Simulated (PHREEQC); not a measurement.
Dissolve 0.05 mol NH4Cl per kg of water at 25 °C. Closed to the air; pH follows from the charge balance.

The numbers come from PHREEQC with the ion-association model, phreeqc.dat.

Each row changes one thing in this solution. Precipitation was switched off in this run.

```tsv
case	pH	NH3 (mol/kgw)
as made	5.36	5.14e-6
NH4Cl from 0.05 to 0.055 mol/kgw	5.34	5.38e-6
NH4Cl replaced by NH4F at the same molality	6.25	4.05e-5
0.039 mol/kgw BaCl2 added	5.41	4.87e-6
temperature from 25 to 85 °C	4.61	2.94e-5
```

Away from 25 °C the constants follow the database's enthalpies or fits; those with neither stay at their 25 °C values.
